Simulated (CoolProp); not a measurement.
R134a at several states: density (kg/m³) from the reference equation and from simpler models built on Tc = 101.1 °C, pc = 4059 kPa, ω = 0.327; each cubic takes its own stable root.

Computed with CoolProp (reference Helmholtz-energy equation of state, Tillner-Roth 1994).

```csv
T (°C),p (kPa),phase,reference,van der Waals,Redlich-Kwong,Soave-Redlich-Kwong,Peng-Robinson
141.95,2650,gas,94.79,94.73,95.67,93.83,96.14
120.65,63.9,gas,2.001,2.000,2.001,2.000,2.001
-83.85,2660,liquid,1543,878.0,1297,1334,1499
```
